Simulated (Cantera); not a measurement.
Input: 1 mol CF₄, 0.081 mol HCl, a varied amount of H₂, held at 60.0 Pa.

Points: T (K) = 2150, 2250, 2350, 2450, 2550, 2650, 2750, 2850, 2950, 3050, 3150, 3250, 3350; n(H2) (mol) = 0.36, 0.5, 0.69, 0.95, 1.3, 1.8, 2.5, 3.5, 4.9.

Cantera's Mixture.equilibrate('TP', solver="vcs", rtol=1e-11, max_steps=5000) on the NASA tables stopped like this:

```
ERROR: FAILURE its = 5001!

*******************************************************************************
CanteraError thrown by MultiPhase::equilibrate:
VCS solver failed. Return code: -1
*******************************************************************************
```

What got this run through?

This is not unique; one that fits is The failure is numerical, not chemical. The same input converged with solver="gibbs", rtol=1e-10, max_steps=50000, and the result passed a check of the equilibrium conditions:
```
   2150       0.36  C(gr)
   2150        0.5  C(gr)
   2150       0.69  C(gr)
   2150       0.95  C(gr)
   2150        1.3  C(gr)
   2150        1.8  C(gr)
   2150        2.5  C(gr)
   2150        3.5  C(gr)
   2150        4.9  C(gr)
   2250       0.36  C(gr)
   2250        0.5  C(gr)
   2250       0.69  C(gr)
   2250       0.95  C(gr)
   2250        1.3  C(gr)
   2250        1.8  C(gr)
   2250        2.5  C(gr)
   2250        3.5  C(gr)
   2250        4.9  C(gr)
   2350       0.36  C(gr)
   2350        0.5  C(gr)
   2350       0.69  C(gr)
   2350       0.95  C(gr)
   2350        1.3  C(gr)
   2350        1.8  C(gr)
   2350        2.5  C(gr)
   2350        3.5  C(gr)
   2350        4.9  C(gr)
   2450       0.36  C(gr)
   2450        0.5  C(gr)
   2450       0.69  C(gr)
   2450       0.95  C(gr)
   2450        1.3  C(gr)
   2450        1.8  C(gr)
   2450        2.5  C(gr)
   2450        3.5  C(gr)
   2450        4.9  C(gr)
   2550       0.36  C(gr)
   2550        0.5  C(gr)
   2550       0.69  C(gr)
   2550       0.95  C(gr)
   2550        1.3  C(gr)
   2550        1.8  C(gr)
   2550        2.5  C(gr)
   2550        3.5  C(gr)
   2550        4.9  C(gr)
   2650       0.36  C(gr)
   2650        0.5  C(gr)
   2650       0.69  C(gr)
   2650       0.95  C(gr)
   2650        1.3  C(gr)
   2650        1.8  C(gr)
   2650        2.5  C(gr)
   2650        3.5  C(gr)
   2650        4.9  C(gr)
   2750       0.36  C(gr)
   2750        0.5  C(gr)
   2750       0.69  C(gr)
   2750       0.95  C(gr)
   2750        1.3  C(gr)
   2750        1.8  C(gr)
   2750        2.5  C(gr)
   2750        3.5  C(gr)
   2750        4.9  gas only
   2850       0.36  gas only
   2850        0.5  gas only
   2850       0.69  gas only
   2850       0.95  gas only
   2850        1.3  gas only
   2850        1.8  gas only
   2850        2.5  gas only
   2850        3.5  gas only
   2850        4.9  gas only
   2950       0.36  gas only
   2950        0.5  gas only
   2950       0.69  gas only
   2950       0.95  gas only
   2950        1.3  gas only
   2950        1.8  gas only
   2950        2.5  gas only
   2950        3.5  gas only
   2950        4.9  gas only
   3050       0.36  gas only
   3050        0.5  gas only
   3050       0.69  gas only
   3050       0.95  gas only
   3050        1.3  gas only
   3050        1.8  gas only
   3050        2.5  gas only
   3050        3.5  gas only
   3050        4.9  gas only
   3150       0.36  gas only
   3150        0.5  gas only
   3150       0.69  gas only
   3150       0.95  gas only
   3150        1.3  gas only
   3150        1.8  gas only
   3150        2.5  gas only
   3150        3.5  gas only
   3150        4.9  gas only
   3250       0.36  gas only
   3250        0.5  gas only
   3250       0.69  gas only
   3250       0.95  gas only
   3250        1.3  gas only
   3250        1.8  gas only
   3250        2.5  gas only
   3250        3.5  gas only
   3250        4.9  gas only
   3350       0.36  gas only
   3350        0.5  gas only
   3350       0.69  gas only
   3350       0.95  gas only
   3350        1.3  gas only
   3350        1.8  gas only
   3350        2.5  gas only
   3350        3.5  gas only
   3350        4.9  gas only
```

The gas is ideal and each condensed phase is pure.
